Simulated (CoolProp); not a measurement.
Vapour pressure (MPa) of n-decane: the reference equation beside estimates from Tc = 617.7 K, pc = 2.101 MPa, ω = 0.488. Clausius-Clapeyron is anchored at 369.9 K with a constant enthalpy of vaporisation of 45.79 kJ/mol.

Model: reference Helmholtz-energy equation of state, Lemmon 2006, in CoolProp. It is a short technical equation, of lower accuracy than the large ones.

```
T (K)  reference  Clausius-Clapeyron  van der Waals  Redlich-Kwong  Soave-Redlich-Kwong  Peng-Robinson
-----  ---------  ------------------  -------------  -------------  -------------------  -------------
365.7   0.007059            0.007077         0.1689        0.03734             0.006918       0.007297
367.8   0.007704            0.007712         0.1746        0.03969             0.007553       0.007951
369.9   0.008396            0.008396         0.1805        0.04216             0.008236       0.008653
372     0.009140            0.009132         0.1865        0.04474             0.008971       0.009407
374.1   0.009938            0.009924         0.1926        0.04743             0.009759        0.01021
376.2    0.01079             0.01077         0.1989        0.05025              0.01060        0.01108
378.3    0.01171             0.01169         0.2053        0.05320              0.01151        0.01200
380.4    0.01269             0.01266         0.2118        0.05627              0.01248        0.01299
382.5    0.01373             0.01371         0.2185        0.05948              0.01352        0.01404
384.6    0.01485             0.01483         0.2253        0.06282              0.01462        0.01517
386.7    0.01603             0.01603         0.2323        0.06631              0.01580        0.01637
388.8    0.01730             0.01731         0.2394        0.06993              0.01706        0.01764
390.9    0.01865             0.01868         0.2466        0.07370              0.01840        0.01899
```

Absolute difference from the reference over all 13 rows, mean and median: Clausius-Clapeyron 0.1 and 0.1 %, van der Waals 1693.6 and 1653.2 %, Redlich-Kwong 357.4 and 354.3 %, Soave-Redlich-Kwong 1.7 and 1.7 %, Peng-Robinson 2.5 and 2.5 %.
